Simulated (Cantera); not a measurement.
A freely propagating, adiabatic, planar premixed flame of CH4 : CO : O2 : N2 = 1 : 0.34 : 2.55 : 11.7 (molar parts), unburnt at 425 K and 5.00 bar; mixture-averaged transport, grid criteria slope 0.08 and curve 0.16, no radiation.

Cantera simulation using GRI-Mech 3.0 (53 species, 325 reactions); the numbers are that mechanism's predictions, not measurements. Burning velocities carry a grid error of a few per cent, more on coarse grids.

**Question.** What does this change do: N2 11.7 to 15 parts?

**Answer.** 
```tsv
quantity	before	after
laminar burning velocity	19.3 cm/s	8.35 cm/s
thermal thickness	0.199 mm	0.390 mm
peak x(CH2O)	0.000931	0.000635
peak x(C2H4)	0.000317	0.000266
peak x(HCO)	6.94e-6	1.98e-6
```
